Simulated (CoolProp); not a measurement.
A single-stage vapour-compression cycle with R134a: evaporating at 256.15 K (dew point), condensing at 281.15 K (bubble point), superheat 0 K, subcooling 0 K, compressor efficiency 0.85, no pressure losses. Each further row changes one setting.

Computed with CoolProp (reference Helmholtz-energy equation of state, Tillner-Roth 1994).

| case | cooling COP | pressure ratio | discharge temperature (K) | refrigerating effect (kJ/kg) | volumetric capacity (kJ/m³) |
|---|---|---|---|---|---|
| as stated | 7.84 | 2.57 | 289.6 | 178 | 1360 |
| evaporating temperature 261.15 K | ___ | 2.09 | ___ | 181 | ___ |
| condensing temperature 276.15 K | 10.0 | 2.16 | 283.3 | 184 | 1410 |
| subcooling 5 K | 8.14 | 2.57 | 289.6 | 184 | 1410 |
| superheat 10 K | ___ | 2.57 | 299.8 | 186 | 1360 |
| compressor efficiency 0.75 | 6.92 | 2.57 | 292.9 | 178 | 1360 |

### Question
Some entries are withheld; supply them.

### Answer

- evaporating temperature 261.15 K, cooling COP: 10.2
- evaporating temperature 261.15 K, discharge temperature (K): 287.6
- evaporating temperature 261.15 K, volumetric capacity (kJ/m³): 1680
- superheat 10 K, cooling COP: 7.82
